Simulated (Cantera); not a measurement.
Cantera run, input and output.

```python
import numpy as np
import cantera as ct

gas = ct.Solution("gri30.yaml")
gas.TPX = 1350, 500000, {'CO': 1, 'H2': 0.27, 'CH4': 0.042, 'O2': 0.479, 'N2': 3.5}
reactor = ct.IdealGasConstPressureReactor(gas, energy="on", clone=False)
net = ct.ReactorNet([reactor])
net.rtol, net.atol = 1e-08, 1e-16
show = ['CO', 'H2', 'CH4', 'C2H2', 'NO', 'NO2']
times = np.geomspace(9e-06, 2, 12)

steps = ct.SolutionArray(gas, extra=["t"])
rows = []
print(f"{'t/s':>10s}{'T/K':>9s}{'P/Pa':>11s}" + "".join(f"{s:>11s}" for s in show))
for t in times:
    while net.time < t:
        t_next = net.step()
        steps.append(gas.state, t=t_next)
    rows.append([np.interp(t, steps.t, y) for y in (steps.T, steps.P, *steps(*show).X.T)])
    print(f"{t:10.3e}{rows[-1][0]:9.1f}{rows[-1][1]:11.4g}" + "".join(f"{x:11.3e}" for x in rows[-1][2:]))
rate = np.gradient(steps.T, steps.t)
print("integrator steps:", len(steps.t))
if steps.T.max() > steps.T[0] + 200:
    print(f"time of steepest temperature rise: {steps.t[rate.argmax()]:.4e} s")
gas.TPX = 1350, 500000, {'CO': 1, 'H2': 0.27, 'CH4': 0.042, 'O2': 0.479, 'N2': 3.5}
gas.equilibrate("HP")
print(f"equilibrium (HP): T = {gas.T:.1f} K  " + "  ".join(f"{s} {gas[s].X[0]:.3e}" for s in show))
```

Output:

```
       t/s      T/K       P/Pa         CO         H2        CH4       C2H2         NO        NO2
 9.000e-06   1350.6      5e+05  1.890e-01  5.089e-02  7.886e-03  1.280e-12  8.493e-12  1.204e-14
 2.756e-05   2145.2      5e+05  1.182e-01  1.133e-02  1.740e-13  1.570e-17  6.044e-05  2.255e-08
 8.441e-05   2482.1      5e+05  1.001e-01  8.527e-03  1.368e-14  3.294e-17  2.125e-04  5.040e-08
 2.585e-04   2567.4      5e+05  9.409e-02  7.745e-03  2.827e-14  1.072e-16  3.833e-04  5.555e-08
 7.916e-04   2577.1      5e+05  9.345e-02  7.681e-03  3.825e-14  1.447e-16  6.275e-04  7.839e-08
 2.424e-03   2573.9      5e+05  9.376e-02  7.735e-03  3.969e-14  1.487e-16  1.119e-03  1.372e-07
 7.425e-03   2570.9      5e+05  9.404e-02  7.785e-03  4.093e-14  1.520e-16  1.563e-03  1.886e-07
 2.274e-02   2570.5      5e+05  9.408e-02  7.790e-03  4.106e-14  1.524e-16  1.612e-03  1.941e-07
 6.963e-02   2570.5      5e+05  9.408e-02  7.790e-03  4.106e-14  1.524e-16  1.612e-03  1.941e-07
 2.132e-01   2570.5      5e+05  9.408e-02  7.790e-03  4.106e-14  1.524e-16  1.612e-03  1.941e-07
 6.531e-01   2570.5      5e+05  9.408e-02  7.790e-03  4.106e-14  1.524e-16  1.612e-03  1.941e-07
 2.000e+00   2570.5      5e+05  9.408e-02  7.790e-03  4.106e-14  1.524e-16  1.612e-03  1.941e-07
integrator steps: 1527
time of steepest temperature rise: 1.8028e-05 s
equilibrium (HP): T = 2570.5 K  CO 9.408e-02  H2 7.790e-03  CH4 4.842e-14  C2H2 1.597e-16  NO 1.612e-03  NO2 1.941e-07
```

Model: GRI-Mech 3.0 (53 species, 325 reactions), integrated in Cantera.
